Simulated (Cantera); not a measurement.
Input (Python, Cantera) and output of one run.

```python
import numpy as np
import cantera as ct

gas_names = [...]  # 116 gases of nasa_gas.yaml made of C, H, Mg, O
cond_names = """
    C(gr) C6H6(L) C7H8(L) C8H18(L),n-octa H2O(s) H2O(L) Mg(cr) Mg(L) MgCO3(s) MgO(s) MgO(L) MgO2H2(s)
""".split()


# ... load() reads the species with a 1 bar reference pressure and builds the phases ...
atoms = {
    'MgO': {'Mg': 1, 'O': 1},
    'CH4': {'C': 1, 'H': 4},
    'CO': {'C': 1, 'O': 1},
}
top_T = {'C(gr)': 4500}  # K; cautious upper limits of use, not melting points


# ... equilibrate(T, P, feed) seeds the gas with the atoms and calls Mixture.equilibrate('TP', solver="vcs", rtol=1e-11, max_steps=5000) ...
results = []
feed = {'MgO': 1, 'CH4': 1, 'CO': 0.12}  # mol
P = 100  # Pa
for T in [1148, 1248, 1348, 1448, 1548, 1648, 1748, 1848, 1948, 2048, 2148, 2248, 2348]:
    mix = equilibrate(T, P, feed)
    results.append((T, P, feed, dict(zip(mix.species_names, mix.species_moles))))

top = {s: max(r[3][s] / sum(r[3][g] for g in gas_names) for r in results) for s in gas_names}
cols = sorted((s for s in top if top[s] > 1e-06), key=lambda s: -top[s])[:9]
seen = [c for c in cond_names if any(r[3].get(c, 0) > 1e-12 for r in results)]
print("log10 of partial pressures in bar; condensed amounts in mol")
print(f"{'T/K':>10s}" + "".join(f"{s[:9]:>10s}" for s in cols + seen))
for T, P, feed, n in results:
    ng = sum(n[g] for g in gas_names)
    print(f"{T:10.4g}" + "".join(f"{np.log10(max(n[s] / ng * P / 1e5, 1e-99)):10.3f}" for s in cols)
          + "".join(f"{n.get(c, 0):10.4g}" for c in seen))
```

Output:

```
log10 of partial pressures in bar; condensed amounts in mol
       T/K        H2        CO        Mg         H       MgH       CH4       H2O C2H2,acet     C(gr)    MgO(s)
      1148    -3.025    -4.247    -8.640    -8.658   -12.354    -7.674    -8.591   -10.456         1         1
      1248    -3.026    -4.244    -6.362    -7.844   -10.003    -8.004    -9.083    -9.639    0.9991    0.9991
      1348    -3.049    -4.096    -4.575    -7.160    -8.165    -8.332    -9.379    -8.969    0.9404    0.9404
      1448    -3.314    -3.566    -3.615    -6.692    -7.283    -9.277    -9.303    -8.982         0 8.188e-06
      1548    -3.314    -3.566    -3.615    -6.169    -7.236    -9.965    -9.143    -9.415         0         0
      1648    -3.315    -3.566    -3.615    -5.708    -7.195   -10.388    -9.183    -9.434         0         0
      1748    -3.317    -3.567    -3.616    -5.300    -7.160   -10.769    -9.215    -9.461         0         0
      1848    -3.322    -3.568    -3.618    -4.936    -7.131   -11.115    -9.245    -9.492         0         0
      1948    -3.330    -3.571    -3.620    -4.612    -7.109   -11.435    -9.277    -9.526         0         0
      2048    -3.347    -3.576    -3.625    -4.323    -7.095   -11.739    -9.315    -9.566         0         0
      2148    -3.375    -3.585    -3.634    -4.068    -7.093   -12.043    -9.365    -9.619         0         0
      2248    -3.421    -3.598    -3.647    -3.844    -7.108   -12.370    -9.426    -9.707         0         0
      2348    -3.493    -3.617    -3.666    -3.655    -7.142   -12.763    -9.483    -9.889         0         0
```

These are equilibrium values from Cantera (NASA tables, ideal gas, pure condensed phases), not measurements of a reactor. The tables' values for MgH are old estimates; treat these amounts as uncertain.
